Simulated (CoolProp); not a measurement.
Vapour-liquid equilibrium of carbon dioxide (1) + R142b (2) at 5.92 bar; x and y are mole fractions of (1).

Computed with CoolProp (multi-fluid Helmholtz-energy mixture model, Span 1996 and Lemmon 2006; pair parameters Bell 2016).

Q: Give the bubble temperature and the first vapour's composition at x = 0.05, 0.275, 0.425. Is there an azeotrope?

A: x = 0.05: 301.7 K, y = 0.364; x = 0.275: 255.8 K, y = 0.900; x = 0.425: 241.6 K, y = 0.958. No azeotrope shows between x = 0.05 and 0.95.

The pair parameters rest on a limited set of measurements; away from them the model extrapolates. The gap from Raoult's law changes sign with composition, which may be real or a fault of the pair parameters; it wasn't checked against measurements.
